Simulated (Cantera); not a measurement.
**Silicon nitride deposition: Si₂Cl₆ + NH₃ + H₂**

A closed system holds: 1 mol Si₂Cl₆, 0.13 mol NH₃, 6.5 mol H₂, equilibrated at 1275 K and 0.960 bar.

Cantera equilibrium calculation (NASA polynomials, part measured and part estimated; ideal gas, pure solids and liquids). Candidate condensed phases: NH₄Cl, Si, Si₃N₄; 28 gas species. The feed counts by its element totals alone. Mutual solubility and eutectic melting of coexisting phases are not modelled. The tables' values for SiCl₃ are old estimates; treat these amounts as uncertain. Kinetics and transport are ignored.

```json
{
 "x(H₂)": "0.745",
 "x(SiCl₄)": "0.107",
 "x(HCl)": "0.0661",
 "x(SiHCl₃)": "0.0485",
 "x(SiCl₃)": "0.0158",
 "x(SiCl₂)": "0.0152",
 "x(SiH₂Cl₂)": "0.00306",
 "x(SiH₃Cl)": "5.39e-5",
 "n(Si(s))": "0.330 mol",
 "n(Si₃N₄(s))": "0.0325 mol",
 "gas_amount": "8.314 mol"
}
```
